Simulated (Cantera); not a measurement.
Feed: 1 mol Si, 1.1 mol H2, 0.5 mol Cl2, equilibrated at 1 atm.

Cantera equilibrium calculation (NASA polynomials, part measured and part estimated; ideal gas, pure solids and liquids). Candidate condensed phases: Si; 19 gas species. Kinetics and transport are ignored.

Over these rows the condensed part is Si(s). Partial pressures as log10 of bar:

| T (K) | 1000/T (1/K) | log p HCl | log p H2 | log p SiCl4 | log p SiHCl3 |
|---|---|---|---|---|---|
| 550 | 1.8182 | -4.99 | -0.10 | -0.88 | -1.10 |
| 600 | 1.6667 | -4.42 | -0.10 | -0.88 | -1.11 |
| 650 | 1.5385 | -3.94 | -0.10 | -0.87 | -1.12 |
| 700 | 1.4286 | -3.53 | -0.10 | -0.87 | -1.13 |
| 750 | 1.3333 | -3.17 | -0.10 | -0.87 | -1.14 |
| 800 | 1.2500 | ? | -0.10 | -0.87 | -1.15 |

Question: Fit log p(HCl) = a + b·(1000/T) to the five rows, give the apparent enthalpy, and predict the row at 800 K.

Answer: Means: 1000/T = 1.5571, log p = -4.010. Sxy = -0.551788, Sxx = 0.1471300, so b = -3.75 and a = -4.010 − (-3.75)×1.5571 = 1.83.
Apparent enthalpy: −19.145 × (-3.75) = 72 kJ/mol. With the condensed phases at unit activity, 1/2 H2(g) + 1/4 SiCl4(g) = HCl(g) + 1/4 Si(s) links this pressure to the main gases: over the six rows their terms move log p by +0.00 in all, so the slope is close to that reaction's ΔH°. The five rows lie within 0.01 of the line.
Prediction at 800 K: 1.83 + (-3.75)×1.2500 = -2.86. The computed value is -2.86, 0.00 from the line.
